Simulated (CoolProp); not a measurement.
Properties of cyclopentane along the isobar 5.38 bar (Tc = 511.7 K, pc = 45.83 bar, ω = 0.202).

Computed with CoolProp (reference Helmholtz-energy equation of state, Gedanitz 2015).

| T (K) | phase | density (kg/m³) | cp (kJ/(kg K)) | speed of sound (m/s) | expansivity (1/kK) | conductivity (mW/(m K)) | fugacity coefficient |
|---|---|---|---|---|---|---|---|
| 382.6 | liquid | 648.0 | 2.279 | 789.6 | 1.943 | 96.9 | 0.8665 |
| 396.3 | gas | 12.76 | 1.775 | 204.5 | 3.558 | 24.1 | 0.9067 |
| 410.1 | gas | 12.18 | 1.827 | 210.1 | 3.298 | 25.6 | 0.9163 |
| 423.9 | gas | 11.65 | 1.882 | 215.3 | 3.083 | 27.2 | 0.9246 |
| 437.7 | gas | 11.18 | 1.938 | 220.2 | 2.901 | 28.9 | 0.9319 |
| 451.5 | gas | 10.75 | 1.994 | 225.0 | 2.744 | 30.6 | 0.9383 |
| 465.3 | gas | 10.36 | 2.051 | 229.5 | 2.608 | 32.4 | 0.9440 |
| 479 | gas | 10.01 | 2.107 | 233.8 | 2.488 | 34.2 | 0.9490 |

Thermal conductivity comes from a separate model (Vassiliou 2015).
